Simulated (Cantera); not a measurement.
What does this Cantera script print?

```python
import numpy as np
import cantera as ct

gas_names = """
    Fe FeO Fe(OH)2 H HO2 H2 H2O H2O2 H2S H2SO4 O OH O2 O3 S SH SO SO2 SO3 S2 S2O S8
""".split()
cond_names = """
    Fe(a) Fe(c) Fe(d) Fe(L) FeO(s) FeO(L) Fe(OH)2(s) Fe(OH)3(s) FeS(a) FeS(b) FeS(c) FeS(L) FeSO4(s)
    FeS2(s) Fe2O3(s) Fe2S3O12(s) Fe3O4(s) H2O(s) H2O(L) H2SO4(L) S(cr1) S(cr2) S(L)
""".split()


# ... load() reads the species with a 1 bar reference pressure and builds the phases ...
atoms = {
    'FeS': {'Fe': 1, 'S': 1},
    'H2': {'H': 2},
    'H2O': {'H': 2, 'O': 1},
}
top_T = {'FeSO4(s)': 950, 'FeS2(s)': 1010, 'Fe2O3(s)': 1830, 'Fe2S3O12(s)': 1100, 'Fe3O4(s)': 1870}  # K; cautious upper limits of use, not melting points


# ... equilibrate(T, P, feed) seeds the gas with the atoms and calls Mixture.equilibrate('TP', solver="vcs", rtol=1e-11, max_steps=5000) ...
results = []
T = 1048.15  # K
P = 70000  # Pa
for m in [81, 98, 120, 140, 170, 200, 240, 290, 350, 420, 510, 610, 730]:
    feed = {'FeS': 1, 'H2': m, 'H2O': 0.037}  # mol
    mix = equilibrate(T, P, feed)
    results.append((T, P, feed, dict(zip(mix.species_names, mix.species_moles))))

top = {s: max(r[3][s] / sum(r[3][g] for g in gas_names) for r in results) for s in gas_names}
cols = sorted((s for s in top if top[s] > 0.001), key=lambda s: -top[s])[:8]
seen = [c for c in cond_names if any(r[3].get(c, 0) > 1e-12 for r in results)]
print("log10 of partial pressures in bar; condensed amounts in mol")
print(f"{'n(H2)':>10s}" + "".join(f"{s[:9]:>10s}" for s in cols + seen))
for T, P, feed, n in results:
    ng = sum(n[g] for g in gas_names)
    print(f"{feed['H2']:10.4g}" + "".join(f"{np.log10(max(n[s] / ng * P / 1e5, 1e-99)):10.3f}" for s in cols)
          + "".join(f"{n.get(c, 0):10.4g}" for c in seen))
```

It prints:

```
log10 of partial pressures in bar; condensed amounts in mol
     n(H2)        H2       H2S     Fe(a)    FeS(c)
        81    -0.156    -2.956    0.1283    0.8717
        98    -0.156    -2.955    0.1552    0.8448
       120    -0.156    -2.955      0.19      0.81
       140    -0.156    -2.955    0.2217    0.7783
       170    -0.156    -2.955    0.2692    0.7308
       200    -0.156    -2.955    0.3167    0.6833
       240    -0.156    -2.955      0.38      0.62
       290    -0.156    -2.955    0.4592    0.5408
       350    -0.156    -2.955    0.5542    0.4458
       420    -0.156    -2.955     0.665     0.335
       510    -0.156    -2.955    0.8075    0.1925
       610    -0.156    -2.955    0.9658   0.03416
       730    -0.156    -3.018         1         0
```

Method: chemical equilibrium by Gibbs-energy minimisation in Cantera with the NASA 1993 tables (ideal gas, pure condensed phases). Mutual solubility and eutectic melting of coexisting phases are not modelled. FeS: taken at fixed stoichiometry.
